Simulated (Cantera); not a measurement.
Feed: 1 mol SiH2Cl2, 0.019 mol HCl, 99 mol H2, 0.0076 mol C2H2, equilibrated at 33.0 Torr.

Equilibrium computed with Cantera from the NASA thermochemical tables; the gas is ideal and each condensed phase is pure. Candidate condensed phases: C, C6H6, C7H8, C8H18, Si, SiC; 109 gas species. Mutual solubility and eutectic melting of coexisting phases are not modelled. Equilibrium is a limit: real reactors are often held back by kinetics, nucleation or transport.

Question: What share of the Si ends up in condensed phases as a function of T (K), at 998, 1048, 1098, 1148, 1198, 1248, 1298, 1348, 1398, 1448?

Answer: 
```tsv
T (K)	Si condensed (%)	as
998	68.2	Si(s) + SiC(s)
1048	76.2	Si(s) + SiC(s)
1098	83.1	Si(s) + SiC(s)
1148	87.5	Si(s) + SiC(s)
1198	89.5	Si(s) + SiC(s)
1248	90.2	Si(s) + SiC(s)
1298	90.3	Si(s) + SiC(s)
1348	90.2	Si(s) + SiC(s)
1398	89.9	Si(s) + SiC(s)
1448	89.6	Si(s) + SiC(s)
```
